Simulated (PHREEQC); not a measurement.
Acid mine or pickling water

Synthetic water in mg/L, 25 °C, pH 2.85, pe 9.3:

```
constituent    mg/L
-----------  ------
Na              256
K              4.54
Ca             66.9
Mg             3.34
Cl              168
S(6) as SO4     601
Cu(2)          2.46
Si as SiO2     6.28
Fe(3)        0.0939
Pb             18.8
Zn             4.44
```

Valence states are taken as typed.

The numbers come from PHREEQC with the ion-association model, phreeqc.dat.

```json
{
 "ionic_strength": "0.0223 mol/kgw",
 "specific_conductance": "2180 µS/cm",
 "total_alkalinity": "-2.07 meq/kg",
 "charge_balance_error": "0.2 %"
}
```

| species | molality | activity | log γ |
|---|---|---|---|
| Na+ | 0.0110 | 0.00953 | -0.062 |
| SO4-2 | 0.00514 | 0.00292 | -0.246 |
| Cl- | 0.00474 | 0.00409 | -0.064 |
| H+ | 0.00160 | 0.00141 | -0.053 |
| Ca+2 | 0.00129 | 0.000738 | -0.241 |
| HSO4- | 0.000463 | 0.000401 | -0.063 |
| CaSO4 | 0.000381 | 0.000383 | 0.002 |
| NaSO4- | 0.000160 | 0.000140 | -0.060 |
| K+ | 0.000114 | 9.82e-5 | -0.065 |
| H4SiO4 | 0.000105 | 0.000105 | 0.002 |

No solid was allowed to form. Examples of supersaturated solids here: Anglesite, Hematite (slow to form). Others may be too.
